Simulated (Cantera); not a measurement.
A Cantera script and what it prints.

```python
import numpy as np
import cantera as ct

gas_names = """
    F FO FO2 F2 F2O Mg MgF MgF2 MgN MgO Mg2 Mg2F4 N NF NF2 NF3 NO NO2 NO3 N2 N2O O O2 O3
""".split()
cond_names = """
    Mg(cr) Mg(L) MgF2(s) MgF2(L) MgO(s) MgO(L)
""".split()


# ... load() reads the species with a 1 bar reference pressure and builds the phases ...
atoms = {
    'MgO': {'Mg': 1, 'O': 1},
    'NF3': {'N': 1, 'F': 3},
    'O2': {'O': 2},
}
top_T = {}  # K; cautious upper limits of use, not melting points


# ... equilibrate(T, P, feed) seeds the gas with the atoms and calls Mixture.equilibrate('TP', solver="vcs", rtol=1e-11, max_steps=5000) ...
results = []
feed = {'MgO': 1, 'NF3': 9.5, 'O2': 0.15}  # mol
P = 140  # Pa
for T in [1398, 1423, 1448, 1473, 1498, 1523, 1548, 1573, 1598]:
    mix = equilibrate(T, P, feed)
    results.append((T, P, feed, dict(zip(mix.species_names, mix.species_moles))))

top = {s: max(r[3][s] / sum(r[3][g] for g in gas_names) for r in results) for s in gas_names}
cols = sorted((s for s in top if top[s] > 0.0001), key=lambda s: -top[s])[:6]
seen = [c for c in cond_names if any(r[3].get(c, 0) > 1e-12 for r in results)]
print("log10 of partial pressures in bar; condensed amounts in mol")
print(f"{'T/K':>10s}" + "".join(f"{s[:9]:>10s}" for s in cols + seen))
for T, P, feed, n in results:
    ng = sum(n[g] for g in gas_names)
    print(f"{T:10.4g}" + "".join(f"{np.log10(max(n[s] / ng * P / 1e5, 1e-99)):10.3f}" for s in cols)
          + "".join(f"{n.get(c, 0):10.4g}" for c in seen))
```

It prints:

```
log10 of partial pressures in bar; condensed amounts in mol
       T/K         F        N2      MgF2        O2        F2        NO   MgF2(s)
      1398    -2.937    -3.683    -5.203    -4.548    -6.320    -6.869    0.8566
      1423    -2.938    -3.684    -4.958    -4.549    -6.433    -6.811    0.7471
      1448    -2.940    -3.687    -4.722    -4.552    -6.543    -6.756     0.562
      1473    -2.945    -3.691    -4.495    -4.556    -6.654    -6.704    0.2532
      1498    -2.948    -3.695    -4.371    -4.560    -6.759    -6.653         0
      1523    -2.948    -3.695    -4.371    -4.560    -6.855    -6.601         0
      1548    -2.948    -3.695    -4.371    -4.561    -6.947    -6.551         0
      1573    -2.948    -3.695    -4.371    -4.561    -7.037    -6.502         0
      1598    -2.948    -3.695    -4.371    -4.562    -7.124    -6.454         0
```

Method: chemical equilibrium by Gibbs-energy minimisation in Cantera with the NASA 1993 tables (ideal gas, pure condensed phases).
